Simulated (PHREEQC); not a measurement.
1 kg of water holding 180 mmol/kgw K2CO3 and 43 mmol/kgw MgCl2 meets 20 L of dry gas (CO2 0.47, N2 0.53 by moles) at fixed total pressure, at 25 °C; fugacities by Peng-Robinson. The gases take part in no redox reaction, some water evaporates into the gas, and hydrates or a liquid gas phase aren't modelled. Nothing may precipitate in this run.

All values are PHREEQC results (ion-association model, phreeqc.dat), not measurements.

| P (atm) | dissolved CO2 (all carbonate carbon) (mol/kgw) | φ of CO2 | p of CO2 (atm) | dissolved N2 (mol/kgw) | φ of N2 | p of N2 (atm) |
|---|---|---|---|---|---|---|
| 1 | 0.366 | 0.995 | 0.306 | 0.000399 | 1.000 | 0.663 |
| 2 | 0.383 | 0.990 | 0.780 | 0.000716 | 1.000 | 1.19 |
| 3 | 0.398 | 0.985 | 1.24 | 0.00104 | 1.000 | 1.72 |
| 5 | 0.425 | 0.975 | 2.17 | 0.00168 | 1.000 | 2.80 |
| 7.5 | 0.459 | 0.963 | 3.33 | 0.00247 | 1.000 | 4.14 |
| 10 | 0.491 | 0.951 | 4.48 | 0.00327 | 1.000 | 5.48 |
| 15 | 0.553 | 0.928 | 6.80 | 0.00484 | 1.000 | 8.17 |
| 20 | 0.610 | 0.905 | 9.12 | 0.00639 | 1.000 | 10.8 |
| 30 | 0.715 | 0.860 | 13.8 | 0.00945 | 1.002 | 16.2 |
| 40 | 0.807 | 0.817 | 18.4 | 0.0124 | 1.004 | 21.5 |
